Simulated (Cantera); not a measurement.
Charge: 1 mol Fe(CO)5, 0.18 mol CO, 67 mol N2, held at 1 atm.

Cantera equilibrium calculation (NASA polynomials, part measured and part estimated; ideal gas, pure solids and liquids). Candidate condensed phases: C, Fe, Fe(CO)5, FeO, Fe2O3, Fe3O4; 27 gas species. Condensed phases not in the tables: cementite and carbon dissolved in iron. Equilibrium is a limit: real reactors are often held back by kinetics, nucleation or transport.

At 1348 K, list the 3 most abundant gas species with their mole fractions, and the condensed phases.

N2 0.928, CO 0.0717, CO2 1.55e-5. Condensed: C(graphite) + Fe(γ).
